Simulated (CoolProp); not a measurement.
Properties of R245ca along the isotherm 450 K.

Model: reference Helmholtz-energy equation of state, Zhou 2016, in CoolProp.

```csv
p (MPa),phase,isothermal compressibility (1/MPa),expansivity (1/kK)
0.00623,gas,160.6,2.226
0.0105,gas,95.33,2.229
0.0177,gas,56.59,2.234
0.0299,gas,33.53,2.243
0.0505,gas,19.89,2.257
0.0853,gas,11.81,2.282
0.144,gas,7.035,2.324
0.243,gas,4.207,2.398
0.41,gas,2.534,2.531
0.692,gas,1.545,?
1.17,gas,?,?
1.97,gas,0.6528,?
```

Q: Some entries are withheld; supply them.

A: 
- 0.692, expansivity (1/kK): 2.785
- 1.17, isothermal compressibility (1/MPa): 0.9674
- 1.17, expansivity (1/kK): 3.322
- 1.97, expansivity (1/kK): 4.737
